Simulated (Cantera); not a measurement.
A closed system holds: 1 mol MgO, 1.1 mol C, 0.11 mol H2, equilibrated at 2425 K and 280000 Pa.

Cantera equilibrium calculation (NASA polynomials, part measured and part estimated; ideal gas, pure solids and liquids). Candidate condensed phases: C, C6H6, C7H8, C8H18, H2O, Mg, MgCO3, MgO, Mg(OH)2; 116 gas species. The tables' values for MgH are old estimates; treat these amounts as uncertain. Rates play no part.

Base state: CO 0.474, Mg 0.471, H2 0.0489, MgH 0.00336, H 0.00237, C2H2 (acetylene) 0.000382, Mg2 4.85e-5 (mole fractions); condensed: C(graphite).

Problem. What changes in the equilibrium state with this change: temperature from 2425 K to 2548 K?

Solution. 
```
species             before     after
----------------  --------  --------
CO                   0.474     0.474
Mg                   0.471     0.470
H2                  0.0489    0.0477
H                  0.00237   0.00404
C2H2 (acetylene)  0.000382  0.000629
Mg2                4.85e-5   4.28e-5
MgH                0.00336   0.00348
C(graphite), mol    0.0984    0.0973
```

Problem. What changes in the equilibrium state with this change: temperature from 2425 K to 1848 K?

Solution. 
| species | before | after |
|---|---|---|
| H2 | 0.0489 | 0.940 |
| CO | 0.474 | 0.0288 |
| Mg | 0.471 | 0.0282 |
| CH4 | 1.14e-6 | 0.00163 |
| C2H4 | 5.00e-8 | 1.08e-5 |
| Mg2 | 4.85e-5 | 3.44e-7 |
| CH3 | 1.01e-6 | 1.07e-5 |
| H2O | 1.91e-6 | 1.71e-5 |
| C(graphite), mol | 0.0984 | 1.10 |
| MgO(s), mol | 0 | 0.997 |
